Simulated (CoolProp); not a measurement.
A single-stage vapour-compression cycle with CH3F (R41): evaporating at 195.15 K (dew point), condensing at 239.15 K (bubble point), superheat 0 K, subcooling 2 K, compressor efficiency 0.6, no pressure losses. Each further row changes one setting.

Model: reference Helmholtz-energy equation of state, Lemmon 2006, in CoolProp. It is a short technical equation, of lower accuracy than the large ones.

```
case                              cooling COP  pressure ratio  discharge temperature (K)  refrigerating effect (kJ/kg)  volumetric capacity (kJ/m³)
--------------------------------  -----------  --------------  -------------------------  ----------------------------  ---------------------------
as stated                                2.15            6.91                      365.5                           397                          900
evaporating temperature 200.15 K         2.56             ___                      345.8                           ___                          ___
condensing temperature 234.15 K           ___             ___                        ___                           409                          925
subcooling 7 K                           2.21            6.91                      365.5                           409                          925
superheat 10 K                            ___            6.91                      383.3                           409                          874
compressor efficiency 0.5                1.79            6.91                      393.9                           397                          900
```

Question: Some entries are withheld; supply them.

Answer: 
- evaporating temperature 200.15 K, pressure ratio: 5.29
- evaporating temperature 200.15 K, refrigerating effect (kJ/kg): 401
- evaporating temperature 200.15 K, volumetric capacity (kJ/m³): 1170
- condensing temperature 234.15 K, cooling COP: 2.49
- condensing temperature 234.15 K, pressure ratio: 5.77
- condensing temperature 234.15 K, discharge temperature (K): 347.7
- superheat 10 K, cooling COP: 2.09
